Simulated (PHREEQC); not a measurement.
1 kg of water holding 0.61 mol/kgw Na2CO3, 0.023 mol/kgw NaCl and 0.21 mol/kgw KCl is evaporated at 30 °C; the solids stay in contact with the brine. CO2 from the air is kept out. The run lets Halite, Kalicinite, Nahcolite, Natron, Sylvite, Trona precipitate or redissolve, and no other solid.

Computed with PHREEQC (Pitzer model, pitzer.dat).

```tsv
water left (kg)	ionic strength	water activity	Natron (mol)	Sylvite (mol)	Cl in solution (mol/kgw)	K in solution (mol/kgw)	Na in solution (mol/kgw)	pH
1	2.06	0.969	0	0	0.233	0.210	1.24	11.50
0.8219	2.50	?	0	0	0.283	0.256	1.51	11.54
0.6755	3.05	0.955	0	0	0.345	0.311	1.84	11.58
0.5552	3.71	?	0	0	0.420	?	2.24	?
0.4564	4.51	0.932	0	0	0.511	?	2.72	11.68
0.3751	5.49	0.916	0	0	0.621	0.560	3.31	11.74
0.3083	6.68	?	0	0	0.756	0.681	4.03	11.81
0.2534	8.13	0.866	0	0	0.919	0.829	4.90	11.89
0.1998	9.61	0.830	0.0473	0	1.17	1.05	5.75	11.96
0.1333	10.7	0.788	0.211	0	1.75	1.58	6.17	?
0.08723	13.4	0.695	0.297	0	2.67	2.41	7.44	12.14
0.01536	13.7	0.665	0.557	0.181	3.39	1.89	8.38	12.05
```

Problem. Complete the blanks.

Solution. 
- 0.8219, water activity: 0.963
- 0.5552, water activity: 0.945
- 0.5552, K in solution (mol/kgw): 0.378
- 0.5552, pH: 11.63
- 0.4564, K in solution (mol/kgw): 0.460
- 0.3083, water activity: 0.894
- 0.1333, pH: 12.01
